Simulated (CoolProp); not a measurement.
Saturation properties of dodecamethylpentasiloxane (MD3M).

Computed with CoolProp (reference Helmholtz-energy equation of state, Thol 2019).

| T (°C) | p (kPa) | liquid density (kg/m³) | enthalpy of vaporisation (kJ/kg) | vapour Z | surface tension (mN/m) |
|---|---|---|---|---|---|
| 227.95 | 96.92 | 656.5 | 111.1 | 0.8955 | 5.36 |
| 237.75 | 121.0 | 643.8 | 107.4 | 0.8776 | 4.85 |
| 247.45 | 149.3 | 630.8 | 103.5 | 0.8578 | 4.35 |
| 257.25 | 182.8 | 617.0 | 99.39 | 0.8357 | 3.86 |
| 266.95 | 221.4 | 602.7 | 95.10 | 0.8114 | 3.39 |
| 276.75 | 266.6 | 587.4 | 90.48 | 0.7842 | 2.92 |
| 286.45 | 318.1 | 571.2 | 85.58 | 0.7543 | 2.48 |
| 296.25 | 377.7 | 553.6 | 80.20 | 0.7205 | 2.04 |

It boils at 229.9 °C under 1 atm.

Surface tension comes from a separate correlation (Mulero 2014), older than this fluid's equation and unchecked against measurements.
